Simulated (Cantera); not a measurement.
**Reactions in the system Cl-O-Pb**

Cantera with NASA thermochemical tables; ideal gases at 1 bar, condensed phases pure. Values are per mole of reaction as written; species without (g) are pure solids or liquids, kept so even where they would boil at 1 bar.

6 Cl(g) + 3 PbO(g) = O3(g) + 3 PbCl2

```csv
T (K),ΔH° (kJ),ΔS° (J/K),ΔG° (kJ),log10 K
775,-1781.2,-925.9,-1063.7,71.69
925,-1759.7,-900.5,-926.7,52.33
1075,-1737.8,-878.6,-793.3,38.55
1225,-1715.9,-859.5,-663.0,28.27
1375,-1693.8,-842.4,-535.4,20.34
1525,-1671.3,-827.0,-410.2,14.05
```
